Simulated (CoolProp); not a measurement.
Vapour-liquid equilibrium of cis-2-butene (1) + ethanol (2) at 64.35 °C; x and y are mole fractions of (1).

The numbers come from the multi-fluid Helmholtz-energy mixture model, Lemmon 2005 and Schroeder 2014; pair parameters Bell 2016 in CoolProp.

```tsv
x	bubble pressure (kPa)	y at the bubble point	dew pressure at overall composition x (kPa)	liquid density (mol/L)
0.05	175.3	0.682	59.58	15.87
0.125	326.7	0.834	64.69	15.27
0.2	436.5	0.880	70.73	14.69
0.275	505.6	0.899	78.01	14.13
0.35	542.5	0.908	86.94	13.59
0.425	558.5	0.912	98.15	13.08
0.5	563.8	0.913	112.7	12.59
0.575	565.9	0.914	132.1	12.12
0.65	569.6	0.915	159.7	11.69
0.725	577.6	0.919	201.8	11.28
0.8	591.0	0.928	273.6	10.90
0.875	609.3	0.945	421.7	10.56
0.95	630.8	0.972	614.2	10.26
```

No azeotrope shows between x = 0.05 and 0.95.

Pair parameters are fitted to limited data, so mixtures are less certain than the pure fluids. With so large a gap from Raoult's law the liquid may split in two, which this calculation doesn't test in full.
